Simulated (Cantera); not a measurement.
A perfectly stirred reactor is fed with 7.13 % CH4, 0.556 % C2H6, 0.349 % C3H8, 16.3 % O2, 61.4 % N2, 14.3 % CO2, equivalence ratio 1.1, at 0.340 bar; it is adiabatic with a 375 K inlet, and is followed from long to short residence time, starting on the burning branch (τ in s: 0.47, 0.22, 0.1, 0.046, 0.021, 0.0099, 0.0046, 0.0021, 0.00098, 0.00045, 0.00021, 9.7e-05).

Computed with Cantera and GRI-Mech 3.0 (53 species, 325 reactions).

x: mole fraction; the columns are a selection and need not sum to one.

```json
[
 {"τ (s)": "0.47", "T (K)": "1912", "x CH4": "4.10e-6", "x C2H6": "5.17e-8", "x C3H8": "2.68e-8", "x H2O": "0.162", "x C2H4": "2.57e-7", "x CO": "0.0309"},
 {"τ (s)": "0.22", "T (K)": "1893", "x CH4": "6.47e-6", "x C2H6": "9.59e-8", "x C3H8": "4.97e-8", "x H2O": "0.161", "x C2H4": "4.26e-7", "x CO": "0.0326"},
 {"τ (s)": "0.10", "T (K)": "1868", "x CH4": "1.07e-5", "x C2H6": "1.80e-7", "x C3H8": "9.27e-8", "x H2O": "0.159", "x C2H4": "7.00e-7", "x CO": "0.0348"},
 {"τ (s)": "0.046", "T (K)": "1837", "x CH4": "1.83e-5", "x C2H6": "3.31e-7", "x C3H8": "1.69e-7", "x H2O": "0.157", "x C2H4": "1.12e-6", "x CO": "0.0374"},
 {"τ (s)": "0.021", "T (K)": "1800", "x CH4": "…", "x C2H6": "…", "x C3H8": "…", "x H2O": "0.155", "x C2H4": "…", "x CO": "0.0404"},
 {"τ (s)": "0.0099", "T (K)": "1761", "x CH4": "…", "x C2H6": "…", "x C3H8": "…", "x H2O": "0.153", "x C2H4": "…", "x CO": "0.0432"},
 {"τ (s)": "0.0046", "T (K)": "1720", "x CH4": "0.000113", "x C2H6": "2.18e-6", "x C3H8": "1.08e-6", "x H2O": "0.151", "x C2H4": "4.76e-6", "x CO": "0.0460"},
 {"τ (s)": "0.0021", "T (K)": "1676", "x CH4": "0.000237", "x C2H6": "4.52e-6", "x C3H8": "2.21e-6", "x H2O": "0.148", "x C2H4": "8.98e-6", "x CO": "0.0489"},
 {"τ (s)": "0.00098", "T (K)": "1632", "x CH4": "0.000550", "x C2H6": "1.04e-5", "x C3H8": "5.00e-6", "x H2O": "0.145", "x C2H4": "2.01e-5", "x CO": "0.0524"},
 {"τ (s)": "0.00045", "T (K)": "375", "x CH4": "0.0713", "x C2H6": "0.00556", "x C3H8": "0.00349", "x H2O": "<1e-12", "x C2H4": "<1e-12", "x CO": "<1e-12"},
 {"τ (s)": "0.00021", "T (K)": "375", "x CH4": "0.0713", "x C2H6": "0.00556", "x C3H8": "0.00349", "x H2O": "<1e-12", "x C2H4": "<1e-12", "x CO": "<1e-12"},
 {"τ (s)": "9.7e-5", "T (K)": "375", "x CH4": "0.0713", "x C2H6": "0.00556", "x C3H8": "0.00349", "x H2O": "<1e-12", "x C2H4": "<1e-12", "x CO": "<1e-12"}
]
```

### Question
Complete the blanks.

### Answer

- 0.021, x CH4: 3.24e-5
- 0.021, x C2H6: 6.15e-7
- 0.021, x C3H8: 3.11e-7
- 0.021, x C2H4: 1.77e-6
- 0.0099, x CH4: 5.87e-5
- 0.0099, x C2H6: 1.13e-6
- 0.0099, x C3H8: 5.66e-7
- 0.0099, x C2H4: 2.82e-6
